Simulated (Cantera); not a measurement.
# Equilibrium for silicon epitaxy and polysilicon growth: SiCl₄ + HCl + H₂

Charge: 1 mol SiCl₄, a varied amount of HCl, 6.7 mol H₂, held at 1198.15 K and 1.60 bar.

These are equilibrium values from Cantera (NASA tables, ideal gas, pure condensed phases), not measurements of a reactor. Candidate condensed phases: Si; 19 gas species. The tables' values for SiCl₃ are old estimates; treat these amounts as uncertain. Equilibrium is a limit: real reactors are often held back by kinetics, nucleation or transport.

| n(HCl) (mol) | x H₂ | x HCl | x SiCl₄ | x SiHCl₃ | x SiCl₃ | x SiCl₂ | x SiH₂Cl₂ | x SiH₃Cl |
|---|---|---|---|---|---|---|---|---|
| 0.33 | 0.801 | 0.0751 | 0.0922 | 0.0265 | 0.00339 | 0.00110 | 0.000994 | 1.02e-5 |
| 0.41 | 0.795 | 0.0817 | 0.0935 | 0.0245 | 0.00315 | 0.000938 | 0.000840 | 7.87e-6 |
| 0.51 | 0.788 | 0.0901 | 0.0948 | 0.0223 | 0.00288 | 0.000774 | 0.000687 | 5.79e-6 |
| 0.63 | 0.780 | 0.100 | 0.0960 | 0.0201 | 0.00260 | 0.000623 | 0.000548 | 4.09e-6 |
| 0.79 | 0.768 | 0.114 | 0.0969 | 0.0175 | 0.00229 | 0.000477 | 0.000413 | 2.67e-6 |
| 0.98 | 0.754 | 0.131 | 0.0973 | 0.0151 | 0.00199 | 0.000359 | 0.000305 | 1.69e-6 |
| 1.2 | 0.738 | 0.150 | 0.0972 | 0.0128 | 0.00171 | 0.000267 | 0.000222 | 1.05e-6 |
| 1.5 | 0.716 | 0.176 | 0.0963 | 0.0106 | 0.00143 | 0.000188 | 0.000152 | 5.95e-7 |
| 1.9 | 0.688 | 0.208 | 0.0943 | 0.00841 | 0.00116 | 0.000126 | 9.80e-5 | 3.12e-7 |
| 2.3 | 0.662 | 0.238 | 0.0919 | 0.00688 | 0.000969 | 9.03e-5 | 6.74e-5 | 1.80e-7 |
| 2.9 | 0.626 | 0.280 | 0.0881 | 0.00531 | 0.000769 | 5.93e-5 | 4.18e-5 | 9.00e-8 |
| 3.6 | 0.588 | 0.323 | 0.0837 | 0.00410 | 0.000612 | 3.96e-5 | 2.62e-5 | 4.60e-8 |
x: gas mole fraction; nothing condenses.

From 0.33 mol HCl to 3.6 mol HCl nothing is condensed. The main Si-bearing gas is SiCl₄ throughout.
